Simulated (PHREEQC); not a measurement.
Dissolve 0.0077 mol ZnCl2, 0.0018 mol Na2SO4 and 0.042 mol H2SO4 per kg of water at 25 °C. Closed to the air; pH follows from the charge balance.

Equilibrium calculation in PHREEQC: ion-association model, phreeqc.dat.

### Question
The ionic strength comes out as 0.0876 mol/kgw. What activity coefficients do HSO4-, Cl-, H+, Zn(SO4)2-2, Zn+2 get?

### Answer
HSO4- 0.79, Cl- 0.78, H+ 0.83, Zn(SO4)2-2 0.39, Zn+2 0.39.

Precipitation was switched off in this run.
